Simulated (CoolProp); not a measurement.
Properties of propylene glycol along the isobar 0.907 MPa (Tc = 674.0 K, pc = 7.292 MPa, ω = 0.327).

Computed with CoolProp (reference Helmholtz-energy equation of state, Eisenbach 2021).

```json
[
 {"T (K)": "270.9", "phase": "liquid", "cv (kJ/(kg K))": "2.027", "speed of sound (m/s)": "1585", "isothermal compressibility (1/MPa)": "0.0004329"},
 {"T (K)": "287.2", "phase": "liquid", "cv (kJ/(kg K))": "2.115", "speed of sound (m/s)": "1541", "isothermal compressibility (1/MPa)": "0.0004634"},
 {"T (K)": "303.4", "phase": "liquid", "cv (kJ/(kg K))": "2.196", "speed of sound (m/s)": "1497", "isothermal compressibility (1/MPa)": "0.0004979"},
 {"T (K)": "319.6", "phase": "liquid", "cv (kJ/(kg K))": "2.273", "speed of sound (m/s)": "1451", "isothermal compressibility (1/MPa)": "0.0005371"},
 {"T (K)": "335.8", "phase": "liquid", "cv (kJ/(kg K))": "2.347", "speed of sound (m/s)": "1405", "isothermal compressibility (1/MPa)": "0.0005815"},
 {"T (K)": "352.1", "phase": "liquid", "cv (kJ/(kg K))": "2.419", "speed of sound (m/s)": "1357", "isothermal compressibility (1/MPa)": "0.0006324"},
 {"T (K)": "368.3", "phase": "liquid", "cv (kJ/(kg K))": "2.489", "speed of sound (m/s)": "1310", "isothermal compressibility (1/MPa)": "0.0006900"},
 {"T (K)": "384.5", "phase": "liquid", "cv (kJ/(kg K))": "2.556", "speed of sound (m/s)": "1262", "isothermal compressibility (1/MPa)": "0.0007560"},
 {"T (K)": "400.7", "phase": "liquid", "cv (kJ/(kg K))": "2.621", "speed of sound (m/s)": "1214", "isothermal compressibility (1/MPa)": "0.0008320"},
 {"T (K)": "417", "phase": "liquid", "cv (kJ/(kg K))": "2.684", "speed of sound (m/s)": "1165", "isothermal compressibility (1/MPa)": "0.0009209"},
 {"T (K)": "433.2", "phase": "liquid", "cv (kJ/(kg K))": "2.744", "speed of sound (m/s)": "1116", "isothermal compressibility (1/MPa)": "0.001024"},
 {"T (K)": "449.4", "phase": "liquid", "cv (kJ/(kg K))": "2.802", "speed of sound (m/s)": "1067", "isothermal compressibility (1/MPa)": "0.001147"},
 {"T (K)": "465.6", "phase": "liquid", "cv (kJ/(kg K))": "2.857", "speed of sound (m/s)": "1017", "isothermal compressibility (1/MPa)": "0.001293"},
 {"T (K)": "481.9", "phase": "liquid", "cv (kJ/(kg K))": "2.910", "speed of sound (m/s)": "966.2", "isothermal compressibility (1/MPa)": "0.001471"},
 {"T (K)": "498.1", "phase": "liquid", "cv (kJ/(kg K))": "2.961", "speed of sound (m/s)": "914.9", "isothermal compressibility (1/MPa)": "0.001689"},
 {"T (K)": "514.3", "phase": "liquid", "cv (kJ/(kg K))": "3.009", "speed of sound (m/s)": "862.7", "isothermal compressibility (1/MPa)": "0.001963"}
]
```
